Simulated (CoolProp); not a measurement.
Properties of oxygen along the isobar 5.92 bar (Tc = 154.6 K, pc = 50.46 bar, ω = 0.022).

Model: reference Helmholtz-energy equation of state, Schmidt 1985, in CoolProp. Above 300 K oxygen's equation is extrapolated.

```json
[
 {"T (K)": "145.4", "phase": "gas", "cp (kJ/(kg K))": "0.9815", "fugacity coefficient": "0.9535"},
 {"T (K)": "162.2", "phase": "gas", "cp (kJ/(kg K))": "0.9600", "fugacity coefficient": "0.9664"},
 {"T (K)": "179", "phase": "gas", "cp (kJ/(kg K))": "0.9469", "fugacity coefficient": "0.9751"},
 {"T (K)": "195.7", "phase": "gas", "cp (kJ/(kg K))": "0.9386", "fugacity coefficient": "0.9812"},
 {"T (K)": "212.5", "phase": "gas", "cp (kJ/(kg K))": "0.9331", "fugacity coefficient": "0.9856"},
 {"T (K)": "229.3", "phase": "gas", "cp (kJ/(kg K))": "0.9296", "fugacity coefficient": "0.9889"},
 {"T (K)": "246.1", "phase": "gas", "cp (kJ/(kg K))": "0.9275", "fugacity coefficient": "0.9914"},
 {"T (K)": "262.9", "phase": "gas", "cp (kJ/(kg K))": "0.9265", "fugacity coefficient": "0.9934"},
 {"T (K)": "279.6", "phase": "gas", "cp (kJ/(kg K))": "0.9265", "fugacity coefficient": "0.9949"},
 {"T (K)": "296.4", "phase": "gas", "cp (kJ/(kg K))": "0.9273", "fugacity coefficient": "0.9961"},
 {"T (K)": "313.2", "phase": "gas", "cp (kJ/(kg K))": "0.9288", "fugacity coefficient": "0.9971"},
 {"T (K)": "330", "phase": "gas", "cp (kJ/(kg K))": "0.9310", "fugacity coefficient": "0.9979"},
 {"T (K)": "346.7", "phase": "gas", "cp (kJ/(kg K))": "0.9337", "fugacity coefficient": "0.9985"},
 {"T (K)": "363.5", "phase": "gas", "cp (kJ/(kg K))": "0.9370", "fugacity coefficient": "0.9991"},
 {"T (K)": "380.3", "phase": "gas", "cp (kJ/(kg K))": "0.9407", "fugacity coefficient": "0.9995"},
 {"T (K)": "397.1", "phase": "gas", "cp (kJ/(kg K))": "0.9448", "fugacity coefficient": "0.9999"}
]
```
